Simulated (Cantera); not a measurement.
# Pyrogenic steam for wet oxidation

An isothermal, constant-pressure homogeneous reactor starts with 37.5 % H₂, 20.8 % O₂, 41.7 % N₂, equivalence ratio 0.90, at 873 K and 0.670 bar.

Detailed kinetics in Cantera: GRI-Mech 3.0 (53 species, 325 reactions). Below about 950 K walls govern HO2 and H2O2 in real vessels. The temperature is held fixed by assumption; the heat of reaction is taken as removed at once.

```
t (s)         x H₂    x O₂      x OH    x NO    x H₂O₂
--------  --------  ------  --------  ------  --------
2.00e-6      0.375   0.208    <1e-12  <1e-12    <1e-12
1.78e-5      0.375   0.208    <1e-12  <1e-12    <1e-12
0.000159     0.375   0.208    <1e-12  <1e-12    <1e-12
0.00142      0.375   0.208    <1e-12  <1e-12  7.09e-11
0.0126       0.375   0.208    <1e-12  <1e-12   6.54e-9
0.113        0.375   0.208  5.04e-11  <1e-12   3.25e-6
1.01         0.365   0.203   9.83e-9  <1e-12   0.00121
8.97         0.200   0.123   1.09e-8  <1e-12  0.000946
80.0      0.000774  0.0260   5.94e-9  <1e-12   1.88e-6
```
x: mole fraction; the columns are a selection and need not sum to one.

Equilibrium at this temperature and pressure: H₂ 4.08e-12, O₂ 0.0256, OH 9.44e-9, NO 1.79e-6, H₂O₂ 2.66e-11 (gas phase only).
